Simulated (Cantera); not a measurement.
Charge: 1 mol PbI₂, a varied amount of N₂, held at 977 °C and 1.00 bar.

These are equilibrium values from Cantera (NASA tables, ideal gas, pure condensed phases), not measurements of a reactor. Candidate condensed phases: I₂, Pb, PbI₂; 9 gas species. The numbers say what is thermodynamically allowed, not how fast it happens.

Task: Which condensed phases are stable at each of these points (n(N₂) (mol)): 6.8, 12, 23, 41, 74, 140, 250?

Result: 
```
n(N₂) (mol)  condensed phases  Pb condensed (%)
-----------  ----------------  ----------------
6.8                     Pb(l)               4.8
12                   gas only               0.0
23                   gas only               0.0
41                   gas only               0.0
74                   gas only               0.0
140                  gas only               0.0
250                  gas only               0.0
```

At 6.8 mol N₂ the condensed part is Pb(l). From 12 mol N₂ to 250 mol N₂ nothing is condensed.
